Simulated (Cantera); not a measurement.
A closed system holds: 1 mol SO2, a varied amount of H2O, 0.67 mol H2, equilibrated at 1173.15 K and 0.100 bar.

Method: chemical equilibrium by Gibbs-energy minimisation in Cantera with the NASA 1993 tables (ideal gas, pure condensed phases). Candidate condensed phases: H2O, H2SO4, S; 19 gas species. Gases not in the tables: S3 to S7. Rates play no part.

x: gas mole fraction; nothing condenses.

```csv
n(H2O) (mol),x H2O,x SO2,x S2,x H2S,x H2
0.16,0.476,0.412,0.0836,0.0177,0.00706
0.26,0.504,0.390,0.0776,0.0182,0.00754
0.42,0.542,0.359,0.0693,0.0188,0.00821
0.68,0.592,0.319,0.0586,0.0192,0.00914
1.1,?,?,?,0.0192,?
1.7,?,?,?,0.0186,?
2.8,0.778,0.169,0.0225,0.0169,0.0130
4.5,0.833,0.125,0.0133,0.0142,0.0142
7.2,0.877,0.0892,0.00703,0.0110,0.0151
```

Question: Fill in the missing entries.

Answer: 
- 1.1, x H2O: 0.652
- 1.1, x SO2: 0.270
- 1.1, x S2: 0.0462
- 1.1, x H2: 0.0103
- 1.7, x H2O: 0.711
- 1.7, x SO2: 0.222
- 1.7, x S2: 0.0346
- 1.7, x H2: 0.0115
